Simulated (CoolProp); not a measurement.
Vapour-liquid equilibrium of R125 (1) + R245fa (2) at 192.4 K; x and y are mole fractions of (1).

Computed with CoolProp (multi-fluid Helmholtz-energy mixture model, Lemmon 2005 and Akasaka 2015; pair parameters Bell 2016).

**Question.** Give the bubble pressure and the first vapour's composition at x = 0.35, 0.65, 0.95. Is there an azeotrope?

**Answer.** x = 0.35: 0.005866 MPa, y = 0.978; x = 0.65: 0.009871 MPa, y = 0.992; x = 0.95: 0.01395 MPa, y = 0.999. No azeotrope shows between x = 0.05 and 0.95.

Pair parameters are fitted to limited data, so mixtures are less certain than the pure fluids.
